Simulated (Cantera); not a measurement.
What does this Cantera script print?

```python
import numpy as np
import cantera as ct

gas_names = """
    CL CL2 H HCL H2 Si SiCL SiCL2 SiCL3 SiCL4 SiH SiHCL3 SiH2 SiH2CL2 SiH3 SiH3CL SiH4 Si2 Si3
""".split()
cond_names = """
    Si(cr) Si(L)
""".split()


# ... load() reads the species with a 1 bar reference pressure and builds the phases ...
atoms = {
    'Si': {'Si': 1},
    'Cl2': {'CL': 2},
    'H2': {'H': 2},
}
top_T = {}  # K; cautious upper limits of use, not melting points


# ... equilibrate(T, P, feed) seeds the gas with the atoms and calls Mixture.equilibrate('TP', solver="vcs", rtol=1e-11, max_steps=5000) ...
results = []
feed = {'Si': 1, 'Cl2': 2.4, 'H2': 0.77}  # mol
P = 10000  # Pa
for T in [873, 898, 923, 948, 973, 998, 1023, 1048, 1073, 1098, 1123, 1148, 1173]:
    mix = equilibrate(T, P, feed)
    results.append((T, P, feed, dict(zip(mix.species_names, mix.species_moles))))

top = {s: max(r[3][s] / sum(r[3][g] for g in gas_names) for r in results) for s in gas_names}
cols = sorted((s for s in top if top[s] > 1e-05), key=lambda s: -top[s])[:8]
seen = [c for c in cond_names if any(r[3].get(c, 0) > 1e-12 for r in results)]
print("log10 of partial pressures in bar; condensed amounts in mol")
print(f"{'T/K':>10s}" + "".join(f"{s[:9]:>10s}" for s in cols + seen))
for T, P, feed, n in results:
    ng = sum(n[g] for g in gas_names)
    print(f"{T:10.4g}" + "".join(f"{np.log10(max(n[s] / ng * P / 1e5, 1e-99)):10.3f}" for s in cols)
          + "".join(f"{n.get(c, 0):10.4g}" for c in seen))
```

Output:

```
log10 of partial pressures in bar; condensed amounts in mol
       T/K     SiCL4       HCL        H2    SiHCL3     SiCL3     SiCL2
       873    -1.337    -1.433    -1.769    -4.343    -6.031    -8.957
       898    -1.337    -1.433    -1.770    -4.230    -5.740    -8.457
       923    -1.337    -1.432    -1.770    -4.123    -5.464    -7.986
       948    -1.337    -1.432    -1.771    -4.022    -5.203    -7.540
       973    -1.338    -1.432    -1.771    -3.928    -4.956    -7.118
       998    -1.338    -1.431    -1.772    -3.838    -4.723    -6.718
      1023    -1.339    -1.431    -1.773    -3.753    -4.501    -6.338
      1048    -1.339    -1.430    -1.775    -3.673    -4.290    -5.978
      1073    -1.340    -1.430    -1.776    -3.598    -4.090    -5.636
      1098    -1.341    -1.429    -1.778    -3.527    -3.900    -5.312
      1123    -1.342    -1.427    -1.780    -3.461    -3.720    -5.003
      1148    -1.344    -1.426    -1.783    -3.399    -3.549    -4.711
      1173    -1.346    -1.423    -1.787    -3.343    -3.387    -4.434
```

Cantera equilibrium calculation (NASA polynomials, part measured and part estimated; ideal gas, pure solids and liquids). The tables' values for SiCl3 are old estimates; treat these amounts as uncertain.
